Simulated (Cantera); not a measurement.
Mixture: CH4 : C2H6 : O2 : N2 = 1 : 0.045 : 3.42 : 13 (molar parts), at 0.513 atm, adiabatic and at constant pressure. Ignition delay is the time to a rise of 400 K.

Cantera simulation using GRI-Mech 3.0 (53 species, 325 reactions); the numbers are that mechanism's predictions, not measurements.

What does this change do: pressure from 0.513 atm to 0.306 atm?


| quantity | before | after |
|---|---|---|
| delay at 1298 K | 5.48 ms | 7.61 ms |
| delay at 1398 K | 1.69 ms | 2.36 ms |
| delay at 1498 K | 0.616 ms | 0.878 ms |
| delay at 1598 K | 0.270 ms | 0.398 ms |
| delay at 1698 K | 0.141 ms | 0.213 ms |
| apparent activation energy between 1648 and 1748 K | 140 kJ/mol | 130 kJ/mol |

What does this change do: constant volume in place of constant pressure?


| quantity | before | after |
|---|---|---|
| delay at 1298 K | 5.48 ms | 5.24 ms |
| delay at 1398 K | 1.69 ms | 1.60 ms |
| delay at 1498 K | 0.616 ms | 0.578 ms |
| delay at 1598 K | 0.270 ms | 0.251 ms |
| delay at 1698 K | 0.141 ms | 0.129 ms |
| apparent activation energy between 1648 and 1748 K | 140 kJ/mol | 140 kJ/mol |
